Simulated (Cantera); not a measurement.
## Low-pressure radical oxidation in H2/O2

A perfectly stirred reactor is fed with H2 : O2 = 0.095 : 1 (molar parts), at 0.00395 atm; it is held at 1425 K, and followed from long to short residence time.

Cantera simulation using the H2/O2 subset of GRI-Mech 3.0, which has no nitrogen chemistry; the numbers are that mechanism's predictions, not measurements. Radical loss at walls, strong at low pressure, is not modelled. The temperature is held fixed by assumption; the heat of reaction is taken as removed at once.

| τ (s) | x H2 | x O2 | x H2O2 | x H2O | x OH | x O |
|---|---|---|---|---|---|---|
| 7.3 | 0.000384 | 0.899 | 1.51e-8 | 0.0873 | 0.00413 | 0.00802 |
| 1.5 | 0.000930 | 0.886 | 2.11e-8 | 0.0837 | 0.00638 | 0.0199 |
| 0.30 | 0.00177 | 0.865 | 2.49e-8 | 0.0779 | 0.00861 | 0.0385 |
| 0.062 | 0.00256 | 0.851 | 2.63e-8 | 0.0733 | 0.00984 | 0.0508 |
| 0.013 | 0.00419 | 0.848 | 2.87e-8 | 0.0698 | 0.0108 | 0.0526 |
| 0.0026 | 0.0109 | 0.854 | 3.56e-8 | 0.0614 | 0.0127 | 0.0449 |
| 0.00053 | 0.0371 | 0.876 | 3.53e-8 | 0.0371 | 0.0125 | 0.0246 |
x: mole fraction; the columns are a selection and need not sum to one.
